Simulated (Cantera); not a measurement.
## Silicon etching in halogen gases: Si + HCl

Charge: 1 mol Si, a varied amount of HCl, equilibrated at 3.30 Pa.

These are equilibrium values from Cantera (NASA tables, ideal gas, pure condensed phases), not measurements of a reactor. Candidate condensed phases: Si; 19 gas species. The tables' values for SiCl3 are old estimates. Kinetics and transport are ignored.

Problem. Map the stable condensed phases over T = 575, 675, 775, 875, 975, 1075, 1175, 1275, 1375, 1475, 1575, 1675 K and n(HCl) in mol = 2.1, 2.4, 2.7, 3.1, 3.6, 4.1, 4.6, 5.3, 6, 6.9, 7.8, 8.9, 10.

Solution. 
```
T in K \ n(HCl) in mol
         2.1 2.4 2.7 3.1 3.6 4.1 4.6 5.3   6 6.9 7.8 8.9  10
   1675    A   A   B   B   B   B   B   B   B   B   B   B   B
   1575    A   A   B   B   B   B   B   B   B   B   B   B   B
   1475    A   A   B   B   B   B   B   B   B   B   B   B   B
   1375    A   A   B   B   B   B   B   B   B   B   B   B   B
   1275    A   A   B   B   B   B   B   B   B   B   B   B   B
   1175    A   A   A   B   B   B   B   B   B   B   B   B   B
   1075    A   A   A   A   B   B   B   B   B   B   B   B   B
    975    A   A   A   A   A   B   B   B   B   B   B   B   B
    875    A   A   A   A   A   B   B   B   B   B   B   B   B
    775    A   A   A   A   A   B   B   B   B   B   B   B   B
    675    A   A   A   A   A   B   B   B   B   B   B   B   B
    575    A   A   A   A   A   B   B   B   B   B   B   B   B
```
A: Si; B: gas only.
